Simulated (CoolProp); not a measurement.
Vapour-liquid equilibrium of CH2F2 (R32) (1) + R1234ze(E) (2) at 312.6 K; x and y are mole fractions of (1).

Values from CoolProp's multi-fluid Helmholtz-energy mixture model, Tillner-Roth 1997 and Thol 2016; pair parameters Bell 2023.

```json
[
 {"x": "0.05", "bubble pressure (bar)": "[?]", "y at the bubble point": "0.130", "dew pressure at overall composition x (bar)": "[?]", "liquid density (mol/L)": "9.975"},
 {"x": "0.15", "bubble pressure (bar)": "10.21", "y at the bubble point": "0.329", "dew pressure at overall composition x (bar)": "8.589", "liquid density (mol/L)": "[?]"},
 {"x": "0.25", "bubble pressure (bar)": "11.96", "y at the bubble point": "0.472", "dew pressure at overall composition x (bar)": "[?]", "liquid density (mol/L)": "10.92"},
 {"x": "0.35", "bubble pressure (bar)": "13.66", "y at the bubble point": "0.580", "dew pressure at overall composition x (bar)": "10.44", "liquid density (mol/L)": "11.47"},
 {"x": "0.45", "bubble pressure (bar)": "15.30", "y at the bubble point": "0.666", "dew pressure at overall composition x (bar)": "11.66", "liquid density (mol/L)": "12.07"},
 {"x": "0.55", "bubble pressure (bar)": "16.91", "y at the bubble point": "0.739", "dew pressure at overall composition x (bar)": "13.15", "liquid density (mol/L)": "12.76"},
 {"x": "0.65", "bubble pressure (bar)": "18.51", "y at the bubble point": "[?]", "dew pressure at overall composition x (bar)": "14.97", "liquid density (mol/L)": "13.53"},
 {"x": "0.75", "bubble pressure (bar)": "20.13", "y at the bubble point": "0.862", "dew pressure at overall composition x (bar)": "17.19", "liquid density (mol/L)": "14.41"},
 {"x": "0.85", "bubble pressure (bar)": "[?]", "y at the bubble point": "0.918", "dew pressure at overall composition x (bar)": "[?]", "liquid density (mol/L)": "15.41"},
 {"x": "0.95", "bubble pressure (bar)": "23.55", "y at the bubble point": "0.973", "dew pressure at overall composition x (bar)": "22.80", "liquid density (mol/L)": "16.57"}
]
```

Question: What belongs in the gaps?

Answer: 
- 0.05, bubble pressure (bar): 8.437
- 0.05, dew pressure at overall composition x (bar): 7.870
- 0.15, liquid density (mol/L): 10.43
- 0.25, dew pressure at overall composition x (bar): 9.435
- 0.65, y at the bubble point: 0.803
- 0.85, bubble pressure (bar): 21.81
- 0.85, dew pressure at overall composition x (bar): 19.80

No azeotrope shows between x = 0.05 and 0.95.

Pair parameters are fitted to limited data, so mixtures are less certain than the pure fluids. The gap from Raoult's law changes sign with composition, which may be real or a fault of the pair parameters; it wasn't checked against measurements.
